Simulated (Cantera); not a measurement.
# Adiabatic ignition

An adiabatic, constant-pressure homogeneous reactor starts with 19.0 % H2, 17.0 % O2, 64.0 % N2, equivalence ratio 0.56, at 1648 K and 150000 Pa.

Computed with Cantera and GRI-Mech 3.0 (53 species, 325 reactions).

| t (s) | T (K) | x H2 | x O2 | x NO | x H2O | x N2O | x H2O2 | x OH |
|---|---|---|---|---|---|---|---|---|
| 2.00e-6 | 1648 | 0.190 | 0.170 | <1e-12 | 4.29e-5 | 2.08e-11 | 6.74e-8 | 8.77e-6 |
| 5.97e-6 | 1727 | 0.0670 | 0.108 | 1.21e-6 | 0.0873 | 4.65e-8 | 1.90e-6 | 0.0163 |
| 1.78e-5 | 2210 | 0.0228 | 0.0760 | 5.67e-5 | 0.145 | 2.33e-7 | 4.99e-7 | 0.0288 |
| 5.32e-5 | 2566 | 0.0138 | 0.0749 | 0.000249 | 0.170 | 4.88e-7 | 3.74e-7 | 0.0293 |
| 0.000159 | 2709 | 0.00857 | 0.0753 | 0.00108 | 0.183 | 9.22e-7 | 6.48e-7 | 0.0254 |
| 0.000475 | 2710 | 0.00842 | 0.0743 | 0.00345 | 0.183 | 9.41e-7 | 6.54e-7 | 0.0251 |
| 0.00142 | 2704 | 0.00836 | 0.0719 | 0.00893 | 0.184 | 9.73e-7 | 6.38e-7 | 0.0245 |
| 0.00423 | 2696 | 0.00829 | 0.0690 | 0.0154 | 0.185 | 1.05e-6 | 6.19e-7 | 0.0238 |
| 0.0126 | 2695 | 0.00828 | 0.0683 | 0.0169 | 0.185 | 1.08e-6 | 6.14e-7 | 0.0236 |
| 0.0377 | 2694 | 0.00828 | 0.0683 | 0.0169 | 0.185 | 1.08e-6 | 6.14e-7 | 0.0236 |
| 0.113 | 2694 | 0.00828 | 0.0683 | 0.0169 | 0.185 | 1.08e-6 | 6.14e-7 | 0.0236 |
| 0.336 | 2694 | 0.00828 | 0.0683 | 0.0169 | 0.185 | 1.08e-6 | 6.14e-7 | 0.0236 |
| 1.00 | 2694 | 0.00828 | 0.0683 | 0.0169 | 0.185 | 1.08e-6 | 6.14e-7 | 0.0236 |
| 3.00 | 2694 | 0.00828 | 0.0683 | 0.0169 | 0.185 | 1.08e-6 | 6.14e-7 | 0.0236 |
x: mole fraction; the columns are a selection and need not sum to one.

The time of steepest temperature rise is 6.11 µs, the temperature at 3.00 s is 2694 K and the equilibrium temperature comes out as 2694 K. The x(H2) at 3.00 s is 0.00828 (gas-phase equilibrium 0.00828) and the x(O2) at 3.00 s is 0.0683 (gas-phase equilibrium 0.0683). The x(NO) at 3.00 s comes out as 0.0169 (gas-phase equilibrium 0.0169).
